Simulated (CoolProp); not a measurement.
Aqueous ethylene glycol as a coolant, at 26 °C, 1 atm.

Values from CoolProp's Melinder's fits for secondary coolants.

```
mass %  freezing point (°C)  density (kg/m³)  viscosity (mPa s)  cp (kJ/(kg K))  Prandtl number
------  -------------------  ---------------  -----------------  --------------  --------------
1.3                    -0.4            997.8                ___           4.164            6.20
8.7                    -2.9             1007               1.06             ___            7.60
16                     -5.9              ___               1.27           3.967            9.49
23.3                   -9.9             1026               1.54           3.854            11.9
30.6                    ___             1036               1.85           3.725            14.7
37.9                  -21.6              ___                ___           3.585            18.3
45.3                  -29.9              ___               2.70           3.438             ___
```

Question: What belongs in the gaps?

Answer: 
- 1.3, viscosity (mPa s): 0.897
- 8.7, cp (kJ/(kg K)): 4.067
- 16, density (kg/m³): 1017
- 30.6, freezing point (°C): -15.1
- 37.9, density (kg/m³): 1046
- 37.9, viscosity (mPa s): 2.23
- 45.3, density (kg/m³): 1056
- 45.3, Prandtl number: 22.7
